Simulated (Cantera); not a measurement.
## Premixed flame

A freely propagating, adiabatic, planar premixed flame of H2 : O2 : N2 : H2O = 1 : 0.5 : 1.88 : 0.12 (molar parts), unburnt at 600 K and 750 Torr; multicomponent transport, grid criteria slope 0.08 and curve 0.16, no radiation.

Cantera simulation using the H2/O2 subset of GRI-Mech 3.0, which has no nitrogen chemistry; the numbers are that mechanism's predictions, not measurements. Burning velocities carry a grid error of a few per cent, more on coarse grids.

| z (mm) | T (K) | u (m/s) | x H2 | x O2 | x H2O | x H2O2 | x HO2 | x OH |
|---|---|---|---|---|---|---|---|---|
| -1.37 | 600 | 6.95 | 0.286 | 0.143 | 0.0343 | <1e-8 | <1e-8 | <1e-8 |
| -0.916 | 600 | 6.95 | 0.286 | 0.143 | 0.0343 | <1e-8 | <1e-8 | <1e-8 |
| -0.687 | 600 | 6.95 | 0.286 | 0.143 | 0.0343 | <1e-8 | <1e-8 | <1e-8 |
| -0.458 | 600 | 6.95 | 0.286 | 0.143 | 0.0343 | <1e-8 | 2.65e-7 | <1e-8 |
| -0.229 | 608 | 7.03 | 0.283 | 0.143 | 0.0348 | 2.33e-6 | 0.000179 | 1.89e-5 |
| -0.115 | 788 | 8.91 | 0.255 | 0.139 | 0.0509 | 1.83e-5 | 0.000259 | 0.000748 |
| 0 | 1230 | 13.4 | 0.155 | 0.102 | 0.134 | 6.10e-6 | 0.000103 | 0.00350 |
| 0.115 | 1551 | 16.7 | 0.0683 | 0.0472 | 0.232 | 3.33e-6 | 4.05e-5 | 0.0103 |
| 0.229 | 1704 | 18.2 | 0.0506 | 0.0317 | 0.259 | 1.95e-6 | 2.38e-5 | 0.0141 |
| 0.458 | 1863 | 19.7 | 0.0474 | 0.0262 | 0.272 | 1.02e-6 | 1.61e-5 | 0.0166 |
| 0.916 | 2022 | 21.1 | 0.0441 | 0.0221 | 0.286 | 5.73e-7 | 1.08e-5 | 0.0178 |
| 1.83 | 2170 | 22.4 | 0.0388 | 0.0180 | 0.301 | 3.66e-7 | 6.95e-6 | 0.0175 |
| 3.67 | 2297 | 23.5 | 0.0322 | 0.0142 | 0.315 | 2.69e-7 | 4.43e-6 | 0.0158 |
x: mole fraction of selected species; z is measured from the peak of heat release.

```yaml
laminar_burning_velocity: 695 cm/s
thermal_thickness: 0.458 mm
peak x(H2O2): 1.84e-5
peak x(HO2): 0.000348
peak x(OH): 0.0179
grid_points: 131
```
